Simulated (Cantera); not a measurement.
Input (Python, Cantera) and output of one run.

```python
import numpy as np
import cantera as ct

gas_names = """
    Ba BaF BaF2 F F2 H HF H2 H2F2 H3F3 H4F4 H5F5 H6F6 H7F7
""".split()
cond_names = """
    Ba(cr) Ba(L) BaF2(a) BaF2(b,c) BaF2(L)
""".split()


def load(file, names, dense=False):
    # The tables refer to 1 bar. Condensed volumes are neglected.
    table = {s.name: s for s in ct.Species.list_from_file(file)}
    out = []
    for n in names:
        d = dict(table[n].input_data)
        d["thermo"] = dict(d["thermo"], **{"reference-pressure": 1e5})
        if dense:
            d["equation-of-state"] = {"model": "constant-volume", "density": "1e6 g/cm^3"}
        out.append(ct.Species.from_dict(d))
    return out


gas = ct.Solution(thermo="ideal-gas", species=load("nasa_gas.yaml", gas_names))
cond = {s.name: ct.Solution(thermo="fixed-stoichiometry", species=[s], name=s.name)
        for s in load("nasa_condensed.yaml", cond_names, dense=True)}
atoms = {
    'BaF2': {'Ba': 1, 'F': 2},
    'HF': {'H': 1, 'F': 1},
    'H2': {'H': 2},
}
top_T = {}  # K; cautious upper limits of use, not melting points


def equilibrate(T, P, feed):
    n = {}
    for name, mol in feed.items():
        for a, k in atoms[name].items():
            n[a] = n.get(a, 0.0) + k * mol
    gas.TPX = T, P, n
    mass = sum(n.values()) * gas.mean_molecular_weight
    gas.equilibrate("TP")
    valid = [c for c in cond.values() if c.min_temp <= T <= top_T.get(c.name, c.max_temp)]
    mix = ct.Mixture([(gas, mass / gas.mean_molecular_weight)] + [(c, 0.0) for c in valid])
    mix.T, mix.P = T, P
    mix.equilibrate("TP", solver="vcs", rtol=1e-11, max_steps=5000)
    return mix


results = []
feed = {'BaF2': 1, 'HF': 4, 'H2': 3.6}  # mol
T = 898.15  # K
P = 13332.2  # Pa
mix = equilibrate(T, P, feed)
results.append((T, P, feed, dict(zip(mix.species_names, mix.species_moles))))
print(gas.report(threshold=1e-05))
for i in range(1, mix.n_phases):
    print(f"{mix.phase(i).name:16s} {mix.phase_moles(i):12.5e} mol")
```

Output:

```
       temperature   898.15 K
          pressure   13332 Pa
           density   0.020504 kg/m^3
  mean mol. weight   11.485 kg/kmol
   phase of matter   gas

                          1 kg             1 kmol
                     ---------------   ---------------
          enthalpy       -1.0958e+07       -1.2584e+08  J
   internal energy       -1.1608e+07       -1.3331e+08  J
           entropy             18126        2.0817e+05  J/K
    Gibbs function       -2.7237e+07       -3.1281e+08  J
 heat capacity c_p            2602.5             29889  J/K
 heat capacity c_v            1878.5             21574  J/K

                      mass frac. Y      mole frac. X     chem. pot. / RT
                     ---------------   ---------------   ---------------
                HF           0.91684           0.52631           -61.582
                H2           0.08315           0.47369           -20.007
     [  +12 minor]        7.5464e-06        2.1662e-06

Ba(cr)            0.00000e+00 mol
BaF2(a)           1.00000e+00 mol
```

Cantera equilibrium calculation (NASA polynomials, part measured and part estimated; ideal gas, pure solids and liquids).
